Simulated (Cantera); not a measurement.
An isothermal, constant-pressure homogeneous reactor starts with CO : O2 : H2O : N2 = 0.0015 : 0.02 : 0.036 : 1 (molar parts), at 875 K and 1.78 atm. Integrator tolerance rtol = 1e-08.

Detailed kinetics in Cantera: GRI-Mech 3.0 (53 species, 325 reactions).

Problem. What does this change do: temperature 875 to 1225 K?

Solution. 
```csv
quantity,before,after
x(CO) at 20.0 s,0.00116 (gas-phase equilibrium <1e-12),2.45e-10 (gas-phase equilibrium 2.45e-10)
x(O2) at 20.0 s,0.0188 (gas-phase equilibrium 0.0182),0.0182 (gas-phase equilibrium 0.0182)
x(H2O) at 20.0 s,0.0340 (gas-phase equilibrium 0.0341),0.0341 (gas-phase equilibrium 0.0341)
x(N2O) at 20.0 s,2.90e-9 (gas-phase equilibrium 2.96e-10),7.76e-9 (gas-phase equilibrium 7.76e-9)
x(NO2) at 20.0 s,<1e-12 (gas-phase equilibrium 1.21e-7),1.41e-11 (gas-phase equilibrium 4.52e-7)
x(OH) at 20.0 s,2.53e-9 (gas-phase equilibrium 1.94e-9),1.15e-6 (gas-phase equilibrium 1.14e-6)
```
